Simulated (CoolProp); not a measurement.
A closed Brayton cycle with nitrogen: compressor inlet 313.15 K and 0.1 MPa, high pressure 0.323 MPa, turbine inlet 860 K, compressor efficiency 0.85, turbine efficiency 0.93, recuperator effectiveness 0 (on enthalpy, no pinch check). Each further row changes one setting.

The numbers come from the reference Helmholtz-energy equation of state, Span 2000 in CoolProp.

```csv
case,thermal efficiency (%),net work (kJ/kg),compressor to turbine work,compressor exit (K),turbine exit (K)
as stated,19.9,87.0,0.64,459.1,644.6
turbine inlet 810 K,19.1,72.8,0.68,459.1,[?]
compressor inlet 323.15 K,[?],82.2,0.66,473.6,644.6
high pressure 0.275 MPa,17.9,82.5,0.61,[?],670.9
recuperator effectiveness 0.5,25.7,87.0,0.64,459.1,644.6
```

**Question.** Complete the blanks.

**Answer.** 
- turbine inlet 810 K, turbine exit (K): 605.5
- compressor inlet 323.15 K, thermal efficiency (%): 19.5
- high pressure 0.275 MPa, compressor exit (K): 436.2
